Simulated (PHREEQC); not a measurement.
0.012 g of hydrous ferric oxide (600 m²/g; 0.2 weak and 0.005 strong sites per Fe, Dzombak-Morel constants, diffuse double layer) in 1 kg of water with 0.01 mol/kgw of an inert sodium salt and 3.2e-06 mol MnCl2 and 2.3e-07 mol Ag2SO4, at 25 °C; the pH is set by adding NaOH or the inert anion's acid. The system is closed to oxygen. CO2 from the air is kept out. Nothing may precipitate in this run.

Base run: PHREEQC, ion-association model, wateq4f.dat. Each further column changes one thing. The table gives Ag sorbed (%).

```tsv
pH	base	no electrostatic term (-no_edl)	background salt from 0.01 to 0.001 mol/kgw	oxide from 0.012 to 0.06 g/kgw
4	0.0	0.0	0.0	0.0
5.33	0.2	0.0	0.2	0.8
6.67	3.4	0.6	3.6	(withheld)
8	3.8	(withheld)	3.6	(withheld)
9.33	22.6	11.9	(withheld)	92.7
10.67	82.9	15.6	85.0	99.6
12	94.2	17.5	95.3	99.9
```

**Question.** Fill in the missing entries.

**Answer.** 
- 6.67, oxide from 0.012 to 0.06 g/kgw: 15.2
- 8, no electrostatic term (-no_edl): 3.1
- 8, oxide from 0.012 to 0.06 g/kgw: 47.0
- 9.33, background salt from 0.01 to 0.001 mol/kgw: 24.1

 In at least one series the solution becomes supersaturated in solids that the run did not let form, among them Pyrochroite.
